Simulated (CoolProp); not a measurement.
A simple Rankine cycle with R113: condensing at 328.15 K, boiler at 1.04 MPa, turbine inlet 419.7 K, turbine efficiency 0.6, pump efficiency 0.8, no recuperator. Each further row changes one setting.

Computed with CoolProp (reference Helmholtz-energy equation of state, Marx 1992).

```csv
case,thermal efficiency (%),net work (kJ/kg),heat in (kJ/kg),turbine exit temperature (K),volume ratio over the turbine
as stated,9.5,18.7,197,378.2,8.89
turbine inlet 439.7 K,9.4,20.1,214,399.5,8.60
condensing temperature 320.15 K,10.3,21.1,204,374.4,11.5
boiler pressure 0.728 MPa,8.2,16.4,201,388.0,5.86
turbine efficiency 0.5,7.9,15.5,197,382.6,9.00
```
